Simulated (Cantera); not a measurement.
Standard-state values (1 bar) from the NASA 1993 polynomials, evaluated with Cantera. Values are per mole of reaction as written; species without (g) are pure solids or liquids, kept so even where they would boil at 1 bar.

**Question.** Between 300 and 1048 K, where is each reaction favourable under standard conditions?
- CaS → S + Ca(g)

**Answer.** 
- CaS → S + Ca(g): ΔG° is 612 kJ at 300 K and 509 kJ at 1048 K; it stays positive (K < 1). ΔH° is 655 kJ and ΔS° 139 J/K at 1048 K.
